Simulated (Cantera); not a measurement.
Feed: 1 mol SiH₂Cl₂, 8.3 mol N₂O, 0.28 mol H₂, held at 12.0 Pa.

These are equilibrium values from Cantera (NASA tables, ideal gas, pure condensed phases), not measurements of a reactor. Candidate condensed phases: H₂O, NH₄Cl, Si, SiO₂, Si₂N₂O, Si₃N₄; 47 gas species. The tables hold silica as quartz up to 1696 K and as liquid above; real silica turns to tridymite and cristobalite and melts near 1996 K. Rates play no part. All values below are at 1175 K.

Base state: N₂ 0.610, O₂ 0.219, HCl 0.139, H₂O 0.0246, Cl 0.00717, Cl₂ 0.000470, NO 0.000145, OH 1.01e-5 (mole fractions); condensed: SiO₂(β-quartz).

### Question
What changes in the equilibrium state with this change: pressure from 12.0 Pa to 13300 Pa?

### Answer
| species | before | after |
|---|---|---|
| N₂ | 0.610 | 0.614 |
| O₂ | 0.219 | 0.217 |
| HCl | 0.139 | 0.127 |
| Cl₂ | 0.000470 | 0.0102 |
| H₂O | 0.0246 | 0.0314 |
| Cl | 0.00717 | 0.001000 |
| OH | 1.01e-5 | 1.98e-6 |
| NO | 0.000145 | 0.000144 |
| SiO₂(β-quartz), mol | 1.00 | 1.00 |
